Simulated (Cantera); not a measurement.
Charge: 1 mol MgCO3, 1.9 mol C, 0.52 mol H2, at 0.000230 bar.

Method: chemical equilibrium by Gibbs-energy minimisation in Cantera with the NASA 1993 tables (ideal gas, pure condensed phases). Candidate condensed phases: C, C6H6, C7H8, C8H18, H2O, Mg, MgCO3, MgO, Mg(OH)2; 116 gas species. Rates play no part. All values below are at 798 K.

Base state: CO 0.776, H2 0.209, CO2 0.0146, H2O 0.000917, CH4 1.39e-5 (mole fractions); condensed: C(graphite) + MgO(s).

**Question.** What changes in the equilibrium state with this change: C from 1.9 to 0.26 mol?

**Answer.** 
```csv
species,before,after
CO2,0.0146,0.359
CO,0.776,0.349
H2,0.209,0.235
H2O,0.000917,0.0567
CH4,1.39e-5,1.45e-7
"C(graphite), mol",0.938,0
"MgO(s), mol",1.00,1.00
```

**Question.** What changes in the equilibrium state with this change: pressure from 0.000230 bar to 0.0133 bar?

**Answer.** 
```json
[
 {"species": "CO", "before": "0.776", "after": "0.448"},
 {"species": "CO2", "before": "0.0146", "after": "0.282"},
 {"species": "H2", "before": "0.209", "after": "0.235"},
 {"species": "H2O", "before": "0.000917", "after": "0.0346"},
 {"species": "CH4", "before": "1.39e-5", "after": "0.00102"},
 {"species": "C(graphite), mol", "before": "0.938", "after": "1.50"},
 {"species": "MgO(s), mol", "before": "1.00", "after": "1.00"}
]
```
